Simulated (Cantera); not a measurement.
A closed system holds: 1 mol Fe(CO)₅, 0.53 mol O₂, 28 mol N₂, held at 625 °C and 120 Pa.

Cantera equilibrium calculation (NASA polynomials, part measured and part estimated; ideal gas, pure solids and liquids). Candidate condensed phases: C, Fe, Fe(CO)₅, FeO, Fe₂O₃, Fe₃O₄; 27 gas species. Equilibrium is a limit: real reactors are often held back by kinetics, nucleation or transport.

Base state: N₂ 0.848, CO 0.119, CO₂ 0.0321 (mole fractions); condensed: Fe(α).

Problem. What changes in the equilibrium state with this change: temperature from 625 °C to 1100 °C?

Solution. 
```json
[
 {"species": "N₂", "before": "0.848", "after": "0.848"},
 {"species": "CO", "before": "0.119", "after": "0.129"},
 {"species": "CO₂", "before": "0.0321", "after": "0.0227"},
 {"species": "Fe(α), mol", "before": "1.00", "after": "0"},
 {"species": "Fe(γ), mol", "before": "0", "after": "0.688"},
 {"species": "FeO(s), mol", "before": "0", "after": "0.311"}
]
```
Mutual solubility and eutectic melting of coexisting phases are not modelled. The tables' stoichiometric FeO is somewhat more stable than real wüstite, so its field is too wide. FeO: taken at fixed stoichiometry.
